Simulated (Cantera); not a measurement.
An isothermal, constant-pressure homogeneous reactor starts with H2 : O2 : N2 = 1.5 : 1 : 8.3 (molar parts), at 948 K and 1.00 bar.

Detailed kinetics in Cantera: the H2/O2 subset of GRI-Mech 3.0, which has no nitrogen chemistry. Below about 950 K walls govern HO2 and H2O2 in real vessels. The temperature is held fixed by assumption; the heat of reaction is taken as removed at once.

x: mole fraction; the columns are a selection and need not sum to one.

```
t (s)        x H2    x O2    x H2O    x HO2      x OH       x O
--------  -------  ------  -------  -------  --------  --------
0.000200    0.139  0.0926  1.59e-9  2.22e-9  7.01e-12  2.51e-11
0.000479    0.139  0.0926  6.39e-9  8.08e-9  1.03e-11  3.70e-11
0.00115     0.139  0.0926  2.28e-8  2.71e-8  1.53e-11  5.47e-11
0.00275     0.139  0.0926  9.77e-8  1.08e-7  3.60e-11  1.28e-10
0.00660     0.139  0.0926  9.74e-7  9.57e-7  2.80e-10  9.74e-10
0.0158     0.0827  0.0651   0.0603  2.39e-5   2.02e-8       ___
0.0379     0.0817  0.0646   0.0613  3.20e-5   5.81e-8       ___
0.0909     0.0758  0.0616   0.0676  3.98e-5   1.22e-7       ___
0.218      0.0611  0.0545   0.0834  3.61e-5   1.16e-7       ___
0.522      0.0383  0.0434    0.108  2.88e-5   1.05e-7       ___
1.25       0.0132  0.0313    0.135  1.84e-5   1.07e-7       ___
3.00      0.00113  0.0254    0.148  5.43e-6   8.30e-8       ___
```

**Question.** What belongs in the gaps?

**Answer.** 
- 0.0158, x O: 3.13e-8
- 0.0379, x O: 7.92e-8
- 0.0909, x O: 1.43e-7
- 0.218, x O: 1.24e-7
- 0.522, x O: 9.98e-8
- 1.25, x O: 8.15e-8
- 3.00, x O: 2.73e-8
